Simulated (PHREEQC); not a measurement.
Make-up at 25 °C: 0.00014 mol HF, 1.5e-06 mol NaF and 2.6e-05 mol (NH4)2SiF6 per kg of water. Closed to the air; pH follows from the charge balance.

All values are PHREEQC results (ion-association model, phreeqc.dat), not measurements.

No solid was allowed to form.

### Question
Predict the pH.

### Answer
pH 3.75.

### Question
In which forms is F present?

### Answer
F- 79 %, HF 21 % of the F.

SiF6-2 is the database's only silicon fluoride.
